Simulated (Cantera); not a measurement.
Cantera run, input and output.

```python
import numpy as np
import cantera as ct

gas = ct.Solution("h2o2.yaml")
gas.TPX = 625, 14000, {'H2': 1, 'O2': 0.98, 'N2': 3.69}
flame = ct.FreeFlame(gas, width=0.16)
flame.set_refine_criteria(ratio=3, slope=0.08, curve=0.16)
flame.transport_model = "mixture-averaged"
flame.solve(loglevel=0, auto=True)
z, T = flame.grid, flame.T
thick = (T[-1] - T[0]) / np.gradient(T, z).max()
show = ['H2', 'O2', 'H2O', 'HO2', 'OH', 'H']
print(f"laminar burning velocity  {flame.velocity[0] * 100:.3f} cm/s")
print(f"burnt temperature         {T[-1]:.1f} K")
print(f"thermal thickness         {thick * 1e3:.4f} mm")
print(f"grid points               {len(z)}")
z0 = z[flame.heat_release_rate.argmax()]
print(f"{'z/mm':>9s}{'T/K':>9s}{'u/(m/s)':>9s}" + "".join(f"{s:>11s}" for s in show))
rows = []
for k in (-3, -2, -1.5, -1, -0.5, -0.25, 0, 0.25, 0.5, 1, 2, 4, 8):
    zz = z0 + k * thick
    rows.append([k * thick, np.interp(zz, z, T), np.interp(zz, z, flame.velocity),
                 *(np.interp(zz, z, flame.X[gas.species_index(s)]) for s in show)])
    print(f"{rows[-1][0] * 1e3:9.3f}{rows[-1][1]:9.1f}{rows[-1][2]:9.3f}" + "".join(f"{x:11.3e}" for x in rows[-1][3:]))
```

It prints:

```
laminar burning velocity  417.145 cm/s
burnt temperature         1921.4 K
thermal thickness         5.8625 mm
grid points               125
     z/mm      T/K  u/(m/s)         H2         O2        H2O        HO2         OH          H
  -17.588    625.0    4.171  1.764e-01  1.728e-01  6.071e-14  7.480e-13  4.256e-17  9.370e-15
  -11.725    625.0    4.171  1.764e-01  1.728e-01  3.574e-11  5.028e-10  1.241e-13  3.244e-11
   -8.794    625.0    4.171  1.764e-01  1.728e-01  1.440e-09  1.832e-08  8.370e-12  2.432e-09
   -5.863    625.0    4.171  1.763e-01  1.728e-01  4.339e-07  1.989e-06  5.573e-09  6.555e-07
   -2.931    640.9    4.264  1.725e-01  1.728e-01  1.246e-03  5.223e-05  4.940e-05  4.183e-04
   -1.466    764.8    5.019  1.481e-01  1.691e-01  1.426e-02  3.601e-05  3.509e-04  5.813e-03
    0.000   1059.9    6.791  6.838e-02  1.380e-01  8.026e-02  1.993e-05  2.482e-03  2.807e-02
    1.466   1287.7    8.171  1.864e-02  1.024e-01  1.403e-01  1.229e-05  5.783e-03  3.449e-02
    2.931   1400.8    8.839  1.263e-02  9.542e-02  1.527e-01  9.660e-06  7.326e-03  2.826e-02
    5.863   1523.1    9.538  1.105e-02  9.297e-02  1.603e-01  7.565e-06  8.890e-03  1.960e-02
   11.725   1642.7   10.204  8.939e-03  9.158e-02  1.680e-01  5.729e-06  9.848e-03  1.175e-02
   23.450   1748.2   10.778  6.225e-03  9.102e-02  1.756e-01  4.019e-06  9.669e-03  5.851e-03
   46.900   1828.6   11.208  3.598e-03  9.120e-02  1.820e-01  2.512e-06  8.237e-03  2.309e-03
```

Model: the H2/O2 subset of GRI-Mech 3.0, which has no nitrogen chemistry, integrated in Cantera. Burning velocities carry a grid error of a few per cent, more on coarse grids. Lean hydrogen flames are cellular in practice and burn faster than this planar one.
